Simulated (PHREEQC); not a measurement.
Consider water at 25 °C with 0.21 mol NaOH, 0.0014 mol H3BO3 and 4.7e-05 mol K3PO4 per kg of water. Closed to the air; pH follows from the charge balance.

Computed with PHREEQC (ion-association model, phreeqc.dat).

Precipitation was switched off in this run.

### Question
Estimate the pH, activity of water.

### Answer
pH 13.16; activity of water 0.993.

### Question
In which forms is P present?

### Answer
PO4-3 97 %, HPO4-2 2.5 % of the P.
